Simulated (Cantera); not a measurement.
## Equilibrium for silicon epitaxy and polysilicon growth: SiH₂Cl₂ + Cl₂ + H₂

Feed: 1 mol SiH₂Cl₂, 0.061 mol Cl₂, 39 mol H₂, at 0.100 bar.

These are equilibrium values from Cantera (NASA tables, ideal gas, pure condensed phases), not measurements of a reactor. Candidate condensed phases: Si; 19 gas species. The tables' values for SiCl₃ are old estimates; treat these amounts as uncertain. Kinetics and transport are ignored.

```json
[
 {"T (K)": "998", "x H₂": "0.978", "x HCl": "0.0107", "x SiCl₄": "0.00676", "x SiCl₂": "0.000197", "x SiHCl₃": "0.00430", "n Si(s)": "0.522"},
 {"T (K)": "1048", "x H₂": "0.974", "x HCl": "0.0153", "x SiCl₄": "0.00576", "x SiCl₂": "0.000449", "x SiHCl₃": "0.00374", "n Si(s)": "0.569"},
 {"T (K)": "1098", "x H₂": "0.970", "x HCl": "0.0208", "x SiCl₄": "0.00453", "x SiCl₂": "0.000906", "x SiHCl₃": "0.00308", "n Si(s)": "0.621"},
 {"T (K)": "1148", "x H₂": "0.965", "x HCl": "0.0266", "x SiCl₄": "0.00319", "x SiCl₂": "0.00160", "x SiHCl₃": "0.00233", "n Si(s)": "0.673"},
 {"T (K)": "1198", "x H₂": "0.961", "x HCl": "0.0318", "x SiCl₄": "0.00195", "x SiCl₂": "0.00248", "x SiHCl₃": "0.00158", "n Si(s)": "0.717"},
 {"T (K)": "1248", "x H₂": "0.958", "x HCl": "0.0358", "x SiCl₄": "0.00102", "x SiCl₂": "0.00336", "x SiHCl₃": "0.000963", "n Si(s)": "0.748"},
 {"T (K)": "1298", "x H₂": "0.956", "x HCl": "0.0382", "x SiCl₄": "0.000474", "x SiCl₂": "0.00407", "x SiHCl₃": "0.000535", "n Si(s)": "0.765"},
 {"T (K)": "1348", "x H₂": "0.955", "x HCl": "0.0395", "x SiCl₄": "0.000207", "x SiCl₂": "0.00458", "x SiHCl₃": "0.000284", "n Si(s)": "0.772"},
 {"T (K)": "1398", "x H₂": "0.954", "x HCl": "0.0400", "x SiCl₄": "8.99e-5", "x SiCl₂": "0.00493", "x SiHCl₃": "0.000151", "n Si(s)": "0.773"},
 {"T (K)": "1448", "x H₂": "0.954", "x HCl": "0.0401", "x SiCl₄": "4.00e-5", "x SiCl₂": "0.00520", "x SiHCl₃": "8.14e-5", "n Si(s)": "0.771"},
 {"T (K)": "1498", "x H₂": "0.954", "x HCl": "0.0401", "x SiCl₄": "1.85e-5", "x SiCl₂": "0.00540", "x SiHCl₃": "4.53e-5", "n Si(s)": "0.767"},
 {"T (K)": "1548", "x H₂": "0.954", "x HCl": "0.0400", "x SiCl₄": "8.93e-6", "x SiCl₂": "0.00558", "x SiHCl₃": "2.60e-5", "n Si(s)": "0.763"},
 {"T (K)": "1598", "x H₂": "0.954", "x HCl": "0.0398", "x SiCl₄": "4.49e-6", "x SiCl₂": "0.00572", "x SiHCl₃": "1.54e-5", "n Si(s)": "0.759"}
]
```
x: gas mole fraction; n: condensed amount in mol.

From 998 K to 1598 K the condensed part is Si(s). The main Si-bearing gas is SiCl₄ at 998 K and SiCl₂ at 1598 K. The share of Si in condensed phases is highest at 1398 K (77.3 %) and lowest at 998 K (52.2 %).
